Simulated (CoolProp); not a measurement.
Vapour-liquid equilibrium of propylene (1) + R152A (2) at 291.6 K; x and y are mole fractions of (1).

Computed with CoolProp (multi-fluid Helmholtz-energy mixture model, Lemmon 2013 and Outcalt 1996; pair parameters Bell 2016).

| x | bubble pressure, mixture model (bar) | bubble pressure, Raoult's law (bar) | y, mixture model | y, Raoult's law |
|---|---|---|---|---|
| 0.05 | 5.537 | 5.133 | 0.145 | 0.095 |
| 0.125 | 6.396 | 5.499 | 0.299 | 0.222 |
| 0.2 | 7.125 | 5.865 | 0.407 | 0.333 |
| 0.275 | 7.735 | 6.231 | 0.487 | 0.431 |
| 0.35 | 8.242 | 6.597 | 0.550 | 0.518 |
| 0.425 | 8.662 | 6.963 | 0.602 | 0.596 |
| 0.5 | 9.009 | 7.329 | 0.648 | 0.666 |
| 0.575 | 9.295 | 7.695 | 0.690 | 0.730 |
| 0.65 | 9.528 | 8.062 | 0.732 | 0.788 |
| 0.725 | 9.711 | 8.428 | 0.775 | 0.840 |
| 0.8 | 9.839 | 8.794 | 0.823 | 0.889 |
| 0.875 | 9.898 | 9.160 | 0.878 | 0.933 |
| 0.95 | 9.864 | 9.526 | 0.945 | 0.974 |

The largest gap from Raoult's law is +24.9 % in bubble pressure, at x = 0.35. y crosses x between x = 0.875 and 0.95: the model has an azeotrope there.

The pair parameters rest on a limited set of measurements; away from them the model extrapolates.
